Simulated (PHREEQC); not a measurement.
Make-up at 25 °C: 2.5 mmol/kgw HCl, 16 mmol/kgw FeCl3 and 0.17 mmol/kgw KCl. Closed to the air; pH follows from the charge balance.

Equilibrium calculation in PHREEQC: ion-association model, phreeqc.dat.

Each row changes one thing in this solution. No solid was allowed to form.

```tsv
case	pH	ionic strength (mol/kgw)	Cl- (mol/kgw)	Fe+3 (mol/kgw)	FeCl+2 (mol/kgw)	FeOH+2 (mol/kgw)	SI of Fe(OH)3(a) (Fe(OH)3)	SI of Goethite (FeOOH)
as made	2.14	0.0814	0.0467	0.00638	0.00341	0.00278	-1.37	+4.52
KCl replaced by SrCl2 at the same molality	2.14	0.0817	0.0469	0.00637	0.00341	0.00277	-1.37	+4.52
HCl from 0.0025 to 0.0125 mol/kgw	1.89	0.0885	0.0550	0.00767	0.00474	0.00182	-2.08	+3.81
diluted 10-fold with water	2.82	0.00737	…	0.000329	…	0.000963	-0.24	+5.65
KCl replaced by KOH at the same molality	2.15	0.0813	0.0466	0.00634	0.00338	0.00280	-1.35	+4.54
KCl from 0.00017 to 3.4e-05 mol/kgw	2.14	0.0813	0.0466	0.00638	0.00340	0.00278	-1.37	+4.52
```

**Question.** What belongs in the gaps?

**Answer.** 
- diluted 10-fold with water, Cl- (mol/kgw): 0.00503
- diluted 10-fold with water, FeCl+2 (mol/kgw): 3.16e-5

Species that the database lacks are ignored. Some of these states are supersaturated (in Hematite (slow to form), Goethite (slow to form), for instance).
